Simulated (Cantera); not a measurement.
A freely propagating, adiabatic, planar premixed flame of H₂ : O₂ : N₂ = 1 : 0.185 : 0.907 (molar parts), unburnt at 673 K and 0.130 bar; mixture-averaged transport, grid criteria slope 0.08 and curve 0.16, no radiation.

Detailed kinetics in Cantera: the H2/O2 subset of GRI-Mech 3.0, which has no nitrogen chemistry. Burning velocities carry a grid error of a few per cent, more on coarse grids.

Predict: laminar burning velocity; thermal thickness; peak x(O); peak x(OH); peak x(H₂O₂).


| Item | Result |
|---|---|
| laminar burning velocity | 692 cm/s |
| thermal thickness | 7.48 mm |
| peak x(O) | 0.00256 |
| peak x(OH) | 0.00167 |
| peak x(H₂O₂) | 1.57e-7 |
